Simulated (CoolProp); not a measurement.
A simple Rankine cycle with chlorine: condensing at 326.15 K, boiler at 5.53 MPa, turbine inlet 410 K, turbine efficiency 0.9, pump efficiency 0.8, no recuperator. Each further row changes one setting.

Model: reference Helmholtz-energy equation of state, Thol 2021, in CoolProp.

| case | thermal efficiency (%) | net work (kJ/kg) | heat in (kJ/kg) | turbine exit temperature (K) | volume ratio over the turbine |
|---|---|---|---|---|---|
| as stated | 13.1 | 30.0 | 229 | 326.2 | 3.14 |
| turbine inlet 430 K | 13.7 | 34.1 | 249 | 326.2 | 2.91 |
| condensing temperature 318.15 K | 14.5 | 34.4 | 237 | 318.2 | 3.71 |
| boiler pressure 3.87 MPa | 10.5 | 26.5 | 252 | 328.8 | 2.10 |
| turbine efficiency 0.8 | 11.5 | 26.3 | 229 | 326.2 | 3.19 |

The expansion ends wet for: as stated; turbine inlet 430 K; condensing temperature 318.15 K; turbine efficiency 0.8.
